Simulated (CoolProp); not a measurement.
Properties of CH3F (R41) at several states.

Model: reference Helmholtz-energy equation of state, Lemmon 2006, in CoolProp. It is a short technical equation, of lower accuracy than the large ones.

```json
[
 {"T (°C)": "-68.85", "p (MPa)": "0.862", "phase": "liquid", "Z": "(withheld)", "Joule-Thomson coefficient (K/MPa)": "-0.2715", "expansivity (1/kK)": "(withheld)", "fugacity coefficient": "(withheld)"},
 {"T (°C)": "40.75", "p (MPa)": "0.0157", "phase": "gas", "Z": "0.9989", "Joule-Thomson coefficient (K/MPa)": "15.56", "expansivity (1/kK)": "3.197", "fugacity coefficient": "0.9989"},
 {"T (°C)": "18.35", "p (MPa)": "22", "phase": "liquid", "Z": "0.4352", "Joule-Thomson coefficient (K/MPa)": "-0.01061", "expansivity (1/kK)": "3.373", "fugacity coefficient": "(withheld)"},
 {"T (°C)": "108.85", "p (MPa)": "32.9", "phase": "supercritical", "Z": "(withheld)", "Joule-Thomson coefficient (K/MPa)": "(withheld)", "expansivity (1/kK)": "4.186", "fugacity coefficient": "0.4036"},
 {"T (°C)": "44.35", "p (MPa)": "2.27", "phase": "gas", "Z": "(withheld)", "Joule-Thomson coefficient (K/MPa)": "14.23", "expansivity (1/kK)": "5.602", "fugacity coefficient": "(withheld)"}
]
```

Problem. Fill in the missing entries.

Solution. 
- -68.85, Z: 0.02003
- -68.85, expansivity (1/kK): 2.506
- -68.85, fugacity coefficient: 0.1856
- 18.35, fugacity coefficient: 0.1588
- 108.85, Z: 0.6509
- 108.85, Joule-Thomson coefficient (K/MPa): 0.4684
- 44.35, Z: 0.8350
- 44.35, fugacity coefficient: 0.8543
